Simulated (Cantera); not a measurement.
Input: 1 mol Fe₂O₃, 1.1 mol CO, a varied amount of N₂, at 1900 K and 1.00 bar.

Equilibrium computed with Cantera from the NASA thermochemical tables; the gas is ideal and each condensed phase is pure. Candidate condensed phases: C, Fe, Fe(CO)₅, FeO, Fe₂O₃, Fe₃O₄; 27 gas species. The tables' stoichiometric FeO is somewhat more stable than real wüstite, so its field is too wide. FeO: taken at fixed stoichiometry. Kinetics and transport are ignored.

x: gas mole fraction; n: condensed amount in mol.

| n(N₂) (mol) | x N₂ | x CO₂ | x CO | x NO | n FeO(l) |
|---|---|---|---|---|---|
| 0.47 | 0.299 | 0.637 | 0.0638 | … | 2.00 |
| 0.84 | 0.433 | 0.515 | 0.0517 | … | 2.00 |
| 1.5 | 0.577 | 0.384 | 0.0386 | … | 2.00 |
| 2.7 | 0.710 | 0.263 | 0.0264 | 6.48e-5 | 2.00 |
| 4.7 | 0.810 | 0.172 | 0.0174 | 6.90e-5 | 2.00 |
| 8.4 | 0.884 | 0.105 | 0.0107 | 7.17e-5 | 2.00 |
| 15 | 0.932 | 0.0620 | 0.00634 | 7.29e-5 | 2.00 |

Question: Some entries are withheld; supply them.

Answer: 
- 0.47, x NO: 4.22e-5
- 0.84, x NO: 5.07e-5
- 1.5, x NO: 5.85e-5
